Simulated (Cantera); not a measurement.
Reactions in the system H-O-Sr

Source: NASA polynomial tables (part measured, part estimated), evaluated in Cantera. Values are per mole of reaction as written; species without (g) are pure solids or liquids, kept so even where they would boil at 1 bar.

O(g) + SrO + H₂(g) ⇌ Sr(OH)₂

| T (K) | ΔH° (kJ) | ΔS° (J/K) | ΔG° (kJ) | log10 K | condensed phases |
|---|---|---|---|---|---|
| 300 | -626.1 | -250.3 | -551.0 | 95.93 | SrO(s), Sr(OH)₂(s) |
| 1550 | -564.9 | -188.5 | -272.7 | 9.19 | SrO(s), Sr(OH)₂(l) |
| 1700 | -558.4 | -184.5 | -244.7 | 7.52 | SrO(s), Sr(OH)₂(l) |
| 1850 | -552.2 | -181.0 | -217.3 | 6.14 | SrO(s), Sr(OH)₂(l) |
| 2000 | -546.1 | -177.9 | -190.4 | 4.97 | SrO(s), Sr(OH)₂(l) |
| 2150 | -540.3 | -175.1 | -164.0 | 3.98 | SrO(s), Sr(OH)₂(l) |
| 2300 | -534.7 | -172.5 | -137.9 | 3.13 | SrO(s), Sr(OH)₂(l) |
| 2450 | -529.4 | -170.3 | -112.2 | 2.39 | SrO(s), Sr(OH)₂(l) |
| 2600 | -524.2 | -168.2 | -86.8 | 1.74 | SrO(s), Sr(OH)₂(l) |
| 2750 | -519.3 | -166.4 | -61.7 | 1.17 | SrO(s), Sr(OH)₂(l) |
